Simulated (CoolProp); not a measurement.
Saturation properties of cyclohexane.

Computed with CoolProp (reference Helmholtz-energy equation of state, Zhou 2014).

```csv
T (°C),p (MPa),liquid cp (kJ/(kg K)),surface tension (mN/m),liquid viscosity (µPa s)
72.15,0.07774,2.085,18.9,455
88.95,0.1289,2.169,17.0,375
105.75,0.2030,2.256,(withheld),312
122.55,0.3060,2.346,13.3,264
139.35,0.4442,2.442,11.5,225
156.15,0.6244,(withheld),9.83,194
172.95,0.8537,2.658,8.19,168
189.75,1.140,2.786,(withheld),147
206.55,1.491,(withheld),(withheld),128
223.35,1.915,(withheld),3.68,110
240.15,2.424,3.408,2.37,93.1
256.95,3.029,3.980,1.20,75.7
```

Question: Complete the blanks.

Answer: 
- 105.75, surface tension (mN/m): 15.1
- 156.15, liquid cp (kJ/(kg K)): 2.545
- 189.75, surface tension (mN/m): 6.61
- 206.55, liquid cp (kJ/(kg K)): 2.935
- 206.55, surface tension (mN/m): 5.10
- 223.35, liquid cp (kJ/(kg K)): 3.126

It boils at 80.7 °C under 1 atm.

Viscosity comes from a separate model (Tariq 2014). Surface tension comes from a separate correlation (Mulero 2012).
